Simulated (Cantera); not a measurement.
Standard-state values (1 bar) from the NASA 1993 polynomials, evaluated with Cantera. Values are per mole of reaction as written; species without (g) are pure solids or liquids, kept so even where they would boil at 1 bar.

### Question
Between 1450 and 1750 K, where is each reaction favourable under standard conditions?
- NO2(g) + 3 Cr2N → 6 Cr + 2 N2O(g)

### Answer
- NO2(g) + 3 Cr2N → 6 Cr + 2 N2O(g): ΔG° is 318 kJ at 1450 K and 284 kJ at 1750 K; it stays positive (K < 1). ΔH° is 483 kJ and ΔS° 114 J/K at 1750 K.
